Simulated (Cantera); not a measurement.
A jet of 3.02 % CH₄, 14.6 % O₂, 82.4 % N₂, equivalence ratio 0.41 at 300 K and 58.5 Torr hits a platinum plate 3 cm away at a mass flux of 0.091 kg/m²/s; the plate temperature is set and raised in steps from an oxygen-covered start.

Computed with Cantera and Deutschmann's 1995 Pt surface mechanism with GRI-Mech 3.0 gas chemistry. Catalytic surfaces can have several steady states; this one follows from the mechanism file's or the stated starting coverage.

One state of this run: wall x CH₄ = 0.0132; wall x O₂ = 0.110; wall x H₂O = 0.0316; wall x OH = 5.86e-7; wall x CO = 1.25e-5; wall x CO₂ = 0.0208; θ free Pt = 0.408; θ O* = 0.591. x: mole fraction at the wall; θ: surface coverage.

Question: Which value of plate T (K) does it belong to?
A) 1050
B) 950
C) 1000
D) 1250

Answer: A, 1050
